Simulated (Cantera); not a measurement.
A closed system holds: 1 mol SiH4, 6.4 mol H2, 1.5 mol HCl, at 0.490 bar.

Method: chemical equilibrium by Gibbs-energy minimisation in Cantera with the NASA 1993 tables (ideal gas, pure condensed phases). Candidate condensed phases: Si; 19 gas species. Gases not in the tables: Si2H6 and higher silanes. The numbers say what is thermodynamically allowed, not how fast it happens.

What share of the Si ends up in condensed phases as a function of T (K), at 873, 1023, 1173, 1323, 1473, 1623, 1773?


```json
[
 {"T (K)": "873", "Si condensed (%)": "58.4", "as": "Si(s)"},
 {"T (K)": "1023", "Si condensed (%)": "60.7", "as": "Si(s)"},
 {"T (K)": "1173", "Si condensed (%)": "64.9", "as": "Si(s)"},
 {"T (K)": "1323", "Si condensed (%)": "68.6", "as": "Si(s)"},
 {"T (K)": "1473", "Si condensed (%)": "69.3", "as": "Si(s)"},
 {"T (K)": "1623", "Si condensed (%)": "68.6", "as": "Si(s)"},
 {"T (K)": "1773", "Si condensed (%)": "69.8", "as": "Si(l)"}
]
```
